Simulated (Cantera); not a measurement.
## KCl + H2 + N2 (halide evaporation, hydrolysis and transport)

Input: 1 mol KCl, 3.6 mol H2, 0.32 mol N2, equilibrated at 6.30e-5 bar.

These are equilibrium values from Cantera (NASA tables, ideal gas, pure condensed phases), not measurements of a reactor. Candidate condensed phases: K, KCl, NH4Cl; 17 gas species. Kinetics and transport are ignored.

```tsv
T (°C)	log p H2	log p KCl	log p N2	log p K2Cl2	log p K	log p HCl	log p H	log p Cl	n KCl(s)
450	-4.24	-8.12	-5.29	-9.06	-11.65	-11.65	-15.19	<-16	0.999
550	-4.24	-6.24	-5.29	-6.93	-9.79	-9.79	-13.26	<-16	0.949
650	-4.32	-5.02	-5.38	-5.75	-8.47	-8.47	-11.77	-15.94	0
750	-4.33	-4.91	-5.39	-6.55	-7.84	-7.84	-10.55	-14.09	0
850	-4.34	-4.90	-5.39	-7.35	-7.36	-7.36	-9.54	-12.61	0
950	-4.34	-4.90	-5.39	-8.04	-6.96	-6.96	-8.69	-11.37	0
1050	-4.34	-4.90	-5.39	-8.64	-6.62	-6.62	-7.97	-10.33	0
```
log p: log10 of the partial pressure in bar; n: condensed amount in mol.

From 450 °C to 550 °C the condensed part is KCl(s). From 650 °C to 1050 °C nothing is condensed. The main K-bearing gas is KCl throughout.
